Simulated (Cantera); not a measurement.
A freely propagating, adiabatic, planar premixed flame of CO : H2 : O2 : N2 = 1 : 0.041 : 0.434 : 1.13 (molar parts), unburnt at 475 K and 1.01 bar; mixture-averaged transport, grid criteria slope 0.08 and curve 0.16, no radiation.

Cantera simulation using GRI-Mech 3.0 (53 species, 325 reactions); the numbers are that mechanism's predictions, not measurements. Burning velocities carry a grid error of a few per cent, more on coarse grids.

**Question.** Predict: laminar burning velocity; thermal thickness.

**Answer.** 
- laminar burning velocity = 117 cm/s
- thermal thickness = 0.744 mm
